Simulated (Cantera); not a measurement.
Input: 1 mol PbS, 5.8 mol H₂, 1.6 mol N₂, held at 1.30 bar.

Method: chemical equilibrium by Gibbs-energy minimisation in Cantera with the NASA 1993 tables (ideal gas, pure condensed phases). Candidate condensed phases: Pb, PbS, S; 18 gas species. Mutual solubility and eutectic melting of coexisting phases are not modelled. Gases not in the tables: S₃ to S₇. The numbers say what is thermodynamically allowed, not how fast it happens.

x: gas mole fraction; n: condensed amount in mol.

```json
[
 {"T (K)": "873", "x H₂": "0.780", "x N₂": "0.216", "x PbS": "1.44e-6", "x H₂S": "0.00370", "x Pb": "4.89e-7", "x S₂": "4.07e-11", "x SH": "…", "n Pb(l)": "0.0273", "n PbS(s)": "0.973"},
 {"T (K)": "973", "x H₂": "0.773", "x N₂": "0.216", "x PbS": "3.25e-5", "x H₂S": "0.0105", "x Pb": "6.73e-6", "x S₂": "4.21e-9", "x SH": "…", "n Pb(l)": "0.0775", "n PbS(s)": "0.922"},
 {"T (K)": "1073", "x H₂": "0.759", "x N₂": "0.216", "x PbS": "0.000402", "x H₂S": "0.0239", "x Pb": "5.62e-5", "x S₂": "1.80e-7", "x SH": "…", "n Pb(l)": "0.177", "n PbS(s)": "0.820"},
 {"T (K)": "1173", "x H₂": "0.735", "x N₂": "0.215", "x PbS": "0.00319", "x H₂S": "0.0460", "x Pb": "0.000324", "x S₂": "4.00e-6", "x SH": "…", "n Pb(l)": "0.340", "n PbS(s)": "0.634"},
 {"T (K)": "1273", "x H₂": "0.692", "x N₂": "0.212", "x PbS": "0.0179", "x H₂S": "0.0767", "x Pb": "0.00141", "x S₂": "5.37e-5", "x SH": "…", "n Pb(l)": "0.569", "n PbS(s)": "0.285"},
 {"T (K)": "1373", "x H₂": "0.663", "x N₂": "0.204", "x PbS": "0.0502", "x H₂S": "0.0770", "x Pb": "0.00493", "x S₂": "0.000205", "x SH": "…", "n Pb(l)": "0.568", "n PbS(s)": "0"},
 {"T (K)": "1473", "x H₂": "0.665", "x N₂": "0.197", "x PbS": "0.0737", "x H₂S": "0.0488", "x Pb": "0.0145", "x S₂": "0.000240", "x SH": "…", "n Pb(l)": "0.284", "n PbS(s)": "0"},
 {"T (K)": "1573", "x H₂": "0.659", "x N₂": "0.190", "x PbS": "0.0868", "x H₂S": "0.0314", "x Pb": "0.0322", "x S₂": "0.000260", "x SH": "…", "n Pb(l)": "0", "n PbS(s)": "0"},
 {"T (K)": "1673", "x H₂": "0.656", "x N₂": "0.190", "x PbS": "0.0838", "x H₂S": "0.0332", "x Pb": "0.0351", "x S₂": "0.000670", "x SH": "…", "n Pb(l)": "0", "n PbS(s)": "0"},
 {"T (K)": "1773", "x H₂": "0.654", "x N₂": "0.190", "x PbS": "0.0804", "x H₂S": "0.0342", "x Pb": "0.0384", "x S₂": "0.00149", "x SH": "…", "n Pb(l)": "0", "n PbS(s)": "0"},
 {"T (K)": "1873", "x H₂": "0.652", "x N₂": "0.190", "x PbS": "0.0763", "x H₂S": "0.0341", "x Pb": "0.0422", "x S₂": "0.00288", "x SH": "…", "n Pb(l)": "0", "n PbS(s)": "0"},
 {"T (K)": "1973", "x H₂": "0.650", "x N₂": "0.189", "x PbS": "0.0715", "x H₂S": "0.0330", "x Pb": "0.0467", "x S₂": "0.00489", "x SH": "…", "n Pb(l)": "0", "n PbS(s)": "0"},
 {"T (K)": "2073", "x H₂": "0.648", "x N₂": "0.188", "x PbS": "0.0659", "x H₂S": "0.0309", "x Pb": "0.0518", "x S₂": "0.00737", "x SH": "…", "n Pb(l)": "0", "n PbS(s)": "0"},
 {"T (K)": "2173", "x H₂": "0.645", "x N₂": "0.187", "x PbS": "0.0597", "x H₂S": "0.0282", "x Pb": "0.0573", "x S₂": "0.0101", "x SH": "…", "n Pb(l)": "0", "n PbS(s)": "0"}
]
```

Question: Complete the blanks.

Answer: 
- 873, x SH: 1.25e-9
- 973, x SH: 3.65e-8
- 1073, x SH: 5.58e-7
- 1173, x SH: 5.27e-6
- 1273, x SH: 3.41e-5
- 1373, x SH: 0.000109
- 1473, x SH: 0.000184
- 1573, x SH: 0.000280
- 1673, x SH: 0.000628
- 1773, x SH: 0.00126
- 1873, x SH: 0.00229
- 1973, x SH: 0.00379
- 2073, x SH: 0.00577
- 2173, x SH: 0.00820
